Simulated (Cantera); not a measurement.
# Oxide etching and cleaning by halides: CuO + HF + H2

A closed system holds: 1 mol CuO, 36 mol HF, 0.3 mol H2, held at 13.3 mbar.

Method: chemical equilibrium by Gibbs-energy minimisation in Cantera with the NASA 1993 tables (ideal gas, pure condensed phases). Candidate condensed phases: Cu, CuF2, CuO, Cu(OH)2, Cu2O, H2O; 27 gas species. The numbers say what is thermodynamically allowed, not how fast it happens.

```
T (°C)  log p HF  log p CuF  log p H2O  log p Cu  n CuO(s)  n Cu2O(s)
------  --------  ---------  ---------  --------  --------  ---------
552        -1.88      -9.06      -3.96      <-13     0.399      0.301
652        -1.88      -7.56      -3.96    -13.82     0.296      0.352
752        -1.88      -6.37      -3.96    -11.66         0      0.499
852        -1.88      -5.40      -3.95     -9.77         0      0.494
952        -1.88      -4.61      -3.91     -8.20         0      0.465
1052       -1.89      -3.99      -3.79     -6.87         0      0.358
1152       -1.90      -3.52      -3.58     -5.73         0     0.0788
1252       -1.90      -3.45      -3.54     -5.16         0          0
1352       -1.90      -3.47      -3.55     -4.76         0          0
1452       -1.90      -3.49      -3.57     -4.43         0          0
1552       -1.90      -3.53      -3.60     -4.17         0          0
```
log p: log10 of the partial pressure in bar; n: condensed amount in mol.

From 552 °C to 652 °C the condensed part is CuO(s) + Cu2O(s). From 752 °C to 1152 °C the condensed part is Cu2O(s). From 1252 °C to 1552 °C nothing is condensed. The main Cu-bearing gas is CuF2 at 552 °C and CuF at 1552 °C.
